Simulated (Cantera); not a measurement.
**(CH3)2SiCl2 + C2H4 + H2 (silicon carbide growth)**

Input: 1 mol (CH3)2SiCl2, 0.047 mol C2H4, 34 mol H2, held at 48000 Pa.

These are equilibrium values from Cantera (NASA tables, ideal gas, pure condensed phases), not measurements of a reactor. Candidate condensed phases: C, C6H6, C7H8, C8H18, Si, SiC; 109 gas species. The feed counts by its element totals alone. The tables' values for SiCl are old estimates; treat these amounts as uncertain. Gases not in the tables: Si2H6 and higher silanes. Rates play no part.

From 2125 K to 2575 K the condensed part is C(graphite) + SiC(s). The main Si-bearing gas is SiCl2 at 2125 K and Si at 2575 K. The share of Si in condensed phases is highest at 2125 K (97.8 %) and lowest at 2575 K (57.6 %).

```csv
T (K),log p H2,log p HCl,log p H,log p C2H2 (acetylene),n C(graphite),n SiC(s)
2125,-0.35,-1.61,-2.61,-3.12,0.989,0.978
2200,-0.35,-1.61,-2.42,-2.94,0.933,0.971
2275,-0.35,-1.62,-2.25,-2.77,0.855,0.958
2350,-0.35,-1.62,-2.08,-2.61,0.753,0.933
2425,-0.36,-1.63,-1.93,-2.46,0.625,0.884
2500,-0.36,-1.64,-1.78,-2.33,0.477,0.783
2575,-0.37,-1.65,-1.65,-2.21,0.319,0.576
```
log p: log10 of the partial pressure in bar; n: condensed amount in mol.
